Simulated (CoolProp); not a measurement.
A simple Rankine cycle with sulfur dioxide: condensing at 318.15 K, boiler at 5.19 MPa, turbine inlet 446.1 K, turbine efficiency 0.85, pump efficiency 0.8, no recuperator. Each further row changes one setting.

Model: reference Helmholtz-energy equation of state, Gao 2016, in CoolProp.

| case | thermal efficiency (%) | net work (kJ/kg) | heat in (kJ/kg) | turbine exit temperature (K) | volume ratio over the turbine |
|---|---|---|---|---|---|
| as stated | 15.7 | ? | 381 | 318.2 | ? |
| turbine inlet 466.1 K | 16.2 | 65.2 | 403 | 321.3 | 5.48 |
| condensing temperature 310.15 K | 17.0 | 66.5 | 393 | 310.2 | 7.12 |
| boiler pressure 3.63 MPa | ? | ? | 401 | 331.2 | ? |
| turbine efficiency 0.75 | ? | ? | 381 | 318.2 | ? |

Question: What belongs in the gaps?

Answer: 
- as stated, net work (kJ/kg): 59.8
- as stated, volume ratio over the turbine: 5.73
- boiler pressure 3.63 MPa, thermal efficiency (%): 13.9
- boiler pressure 3.63 MPa, net work (kJ/kg): 55.5
- boiler pressure 3.63 MPa, volume ratio over the turbine: 3.99
- turbine efficiency 0.75, thermal efficiency (%): 13.7
- turbine efficiency 0.75, net work (kJ/kg): 52.2
- turbine efficiency 0.75, volume ratio over the turbine: 5.86

The expansion ends wet for: as stated; condensing temperature 310.15 K; turbine efficiency 0.75.
